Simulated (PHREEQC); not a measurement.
Make-up at 25 °C: 12 mmol/kgw HF, 9 mmol/kgw KF and 0.76 mmol/kgw H2SO4. Closed to the air; pH follows from the charge balance.

The numbers come from PHREEQC with the ion-association model, phreeqc.dat.

This is a speciation only: nothing precipitates in the calculation.

Problem. Order these F species by the share of F that they hold, largest first: HF, HF2-, F-.

Solution. HF (57 %), F- (40 %), HF2- (3.6 %)

Problem. Order these S species by the share of S that they hold, largest first: KSO4-, SO4-2, HSO4-.

Solution. SO4-2 (90 %), HSO4- (6.8 %), KSO4- (3.7 %)

The pH is 2.97 and the ionic strength 0.0108 mol/kgw. Complexes and solids missing from the database can't appear.
